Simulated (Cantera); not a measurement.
What does this Cantera script print?

```python
import numpy as np
import cantera as ct

gas = ct.Solution("gri30.yaml")
gas.TPX = 1300, 500000, {'CO': 0.0032, 'O2': 0.0075, 'H2O': 0.0005, 'N2': 1}
inlet = ct.Reservoir(gas, clone=True)

reactor = ct.IdealGasConstPressureReactor(gas, energy="off", clone=False)
exhaust = ct.Reservoir(gas, clone=True)
tau = [0.46, 0.29, 0.18, 0.11, 0.072, 0.045, 0.028, 0.018, 0.011, 0.0069, 0.0044][0]
for a, b in ((inlet, reactor), (reactor, exhaust)):
    ct.MassFlowController(a, b, mdot=lambda t: reactor.mass / tau)
net = ct.ReactorNet([reactor])
show = ['CO', 'O2', 'H2O', 'H2O2', 'NO2', 'CO2', 'H']

rows = []
print(f"{'tau/s':>10s}{'T/K':>9s}" + "".join(f"{s:>11s}" for s in show))
for tau in [0.46, 0.29, 0.18, 0.11, 0.072, 0.045, 0.028, 0.018, 0.011, 0.0069, 0.0044]:
    net.initial_time = 0.0
    net.advance(30 * tau)
    before = gas.X
    net.advance(40 * tau)
    drift = np.max(np.abs(gas.X - before) / (gas.X + 1e-9))
    rows.append([gas.T, *gas[show].X, drift])
    print(f"{tau:10.3e}{gas.T:9.1f}" + "".join(f"{x:11.3e}" for x in gas[show].X))
```

It prints:

```
     tau/s      T/K         CO         O2        H2O       H2O2        NO2        CO2          H
 4.600e-01   1300.0  1.782e-04  5.928e-03  4.933e-04  1.384e-09  1.030e-07  2.991e-03  8.310e-08
 2.900e-01   1300.0  2.501e-04  5.963e-03  4.930e-04  1.907e-09  8.969e-08  2.919e-03  1.232e-07
 1.800e-01   1300.0  3.510e-04  6.012e-03  4.925e-04  2.641e-09  7.314e-08  2.818e-03  1.833e-07
 1.100e-01   1300.0  4.906e-04  6.081e-03  4.920e-04  3.643e-09  5.558e-08  2.678e-03  2.725e-07
 7.200e-02   1300.0  6.451e-04  6.157e-03  4.914e-04  4.719e-09  4.176e-08  2.523e-03  3.771e-07
 4.500e-02   1300.0  8.578e-04  6.262e-03  4.906e-04  6.136e-09  2.889e-08  2.310e-03  5.283e-07
 2.800e-02   1300.0  1.118e-03  6.390e-03  4.898e-04  7.758e-09  1.887e-08  2.050e-03  7.191e-07
 1.800e-02   1300.0  1.396e-03  6.527e-03  4.890e-04  9.357e-09  1.206e-08  1.771e-03  9.245e-07
 1.100e-02   1300.0  1.734e-03  6.694e-03  4.881e-04  1.109e-08  6.871e-09  1.433e-03  1.164e-06
 6.900e-03   1300.0  2.059e-03  6.854e-03  4.875e-04  1.248e-08  3.754e-09  1.107e-03  1.367e-06
 4.400e-03   1300.0  2.354e-03  7.000e-03  4.872e-04  1.340e-08  1.939e-09  8.122e-04  1.502e-06
```

Detailed kinetics in Cantera: GRI-Mech 3.0 (53 species, 325 reactions).
